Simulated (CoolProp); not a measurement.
A single-stage vapour-compression cycle with the fluid: evaporating at 285.15 K (dew point), condensing at 338.15 K (bubble point), superheat 0 K, subcooling 8 K, compressor efficiency 0.6, no pressure losses. The same conditions are run with several fluids, on thermodynamics alone (safety and materials aside).

Values from CoolProp's reference Helmholtz-energy equation of state of each fluid (ammonia: Gao 2020; R134a: Tillner-Roth 1994; R1233zd(E): Akasaka 2022; R115: Lemmon 2016; n-perfluorohexane: Gao 2022; the fluoroketone C6F12O (FK-5-1-12): McLinden 2015).

| fluid | cooling COP | pressure ratio | discharge temperature (K) | refrigerating effect (kJ/kg) | volumetric capacity (kJ/m³) |
|---|---|---|---|---|---|
| ammonia | 2.67 | 4.48 | 454.6 | 997 | 5180 |
| R134a | 2.47 | 4.27 | 359.0 | 123 | 2650 |
| R1233zd(E) | 2.73 | 5.61 | 356.0 | 143 | 651 |
| R115 | 1.99 | 3.62 | 343.1 | 50.3 | 2460 |
| n-perfluorohexane | 2.23 | 8.15 | 338.1 | 48.6 | 113 |
| the fluoroketone C6F12O (FK-5-1-12) | 2.19 | 7.54 | 338.1 | 48.4 | 149 |

The compression ends wet for: n-perfluorohexane; the fluoroketone C6F12O (FK-5-1-12).
